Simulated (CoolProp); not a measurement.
The fluid at 439.27 K and 0.0143 MPa is compressed adiabatically to 0.027 MPa with isentropic efficiency 0.85. The same conditions are run with several fluids, on thermodynamics alone (safety and materials aside).

The numbers come from the reference Helmholtz-energy equation of state of each fluid (n-decane: Lemmon 2006; R115: Lemmon 2016; cyclohexane: Zhou 2014; the fluoroketone C6F12O (FK-5-1-12): McLinden 2015) in CoolProp.

Problem. Rank n-decane, R115, cyclohexane, the fluoroketone C6F12O (FK-5-1-12) by work (kJ/kg), highest first.

Solution. cyclohexane (32.9), n-decane (19.1), R115 (18.0), the fluoroketone C6F12O (FK-5-1-12) (8.68)

| fluid | final temperature (K) | final density (kg/m³) |
|---|---|---|
| n-decane | 448.0 | 1.05 |
| R115 | 459.7 | 1.09 |
| cyclohexane | 455.7 | 0.602 |
| the fluoroketone C6F12O (FK-5-1-12) | 448.0 | 2.30 |
